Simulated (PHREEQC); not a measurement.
NaHCO3 is added in steps, without added water, to 1 kg of water holding 0.24 mol/kgw K2CO3, at 25 °C. O2 is buffered at 0.21 atm. CO2 from the air is kept out. Only these solids could form: Nahcolite, Natron.

Base run: PHREEQC, ion-association model, wateq4f.dat. Each further column changes one thing. The table gives pH.

```json
[
 {"NaHCO3 added (mol)": "0", "base": "11.48", "K2CO3 from 0.24 to 0.12 mol/kgw": "11.39", "diluted 10-fold with water": "11.15", "K2CO3 from 0.24 to 0.264 mol/kgw": "11.50", "no solid may form": "11.48"},
 {"NaHCO3 added (mol)": "0.2333", "base": "9.64", "K2CO3 from 0.24 to 0.12 mol/kgw": "9.34", "diluted 10-fold with water": "8.65", "K2CO3 from 0.24 to 0.264 mol/kgw": "9.68", "no solid may form": "9.64"},
 {"NaHCO3 added (mol)": "0.4667", "base": "9.19", "K2CO3 from 0.24 to 0.12 mol/kgw": "8.88", "diluted 10-fold with water": "8.23", "K2CO3 from 0.24 to 0.264 mol/kgw": "9.23", "no solid may form": "9.19"},
 {"NaHCO3 added (mol)": "0.7", "base": "8.91", "K2CO3 from 0.24 to 0.12 mol/kgw": "8.60", "diluted 10-fold with water": "8.01", "K2CO3 from 0.24 to 0.264 mol/kgw": "8.95", "no solid may form": "8.91"},
 {"NaHCO3 added (mol)": "0.9333", "base": "8.70", "K2CO3 from 0.24 to 0.12 mol/kgw": "8.40", "diluted 10-fold with water": "7.87", "K2CO3 from 0.24 to 0.264 mol/kgw": "8.74", "no solid may form": "8.70"},
 {"NaHCO3 added (mol)": "1.167", "base": "8.66", "K2CO3 from 0.24 to 0.12 mol/kgw": "8.38", "diluted 10-fold with water": "7.87", "K2CO3 from 0.24 to 0.264 mol/kgw": "8.69", "no solid may form": "8.53"},
 {"NaHCO3 added (mol)": "1.4", "base": "8.66", "K2CO3 from 0.24 to 0.12 mol/kgw": "8.38", "diluted 10-fold with water": "7.87", "K2CO3 from 0.24 to 0.264 mol/kgw": "8.69", "no solid may form": "8.40"}
]
```

The ionic strength passes 0.7 mol/kgw, the rough limit of the ion-association models, in part of: base; K2CO3 from 0.24 to 0.12 mol/kgw; diluted 10-fold with water; K2CO3 from 0.24 to 0.264 mol/kgw; no solid may form. In at least one series the solution becomes supersaturated in solids that the run did not let form, among them Nahcolite.
